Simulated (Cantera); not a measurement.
Input: 1 mol Ti(OiPr)4, 2.1 mol CH4, 66 mol H2, equilibrated at 1.00 bar.

Cantera equilibrium calculation (NASA polynomials, part measured and part estimated; ideal gas, pure solids and liquids). Candidate condensed phases: C, C6H6, C7H8, C8H18, H2O, Ti, TiC, TiO, TiO2, Ti2O3, Ti3O5, Ti4O7; 113 gas species. The feed counts by its element totals alone. TiC: taken at fixed stoichiometry. The numbers say what is thermodynamically allowed, not how fast it happens.

At 1475 K, list the 5 most abundant gas species with their mole fractions, and the condensed phases.

H2 0.952, CO 0.0454, CH4 0.00263, H2O 8.91e-5, H 1.27e-5. Condensed: C(graphite) + TiC(s).
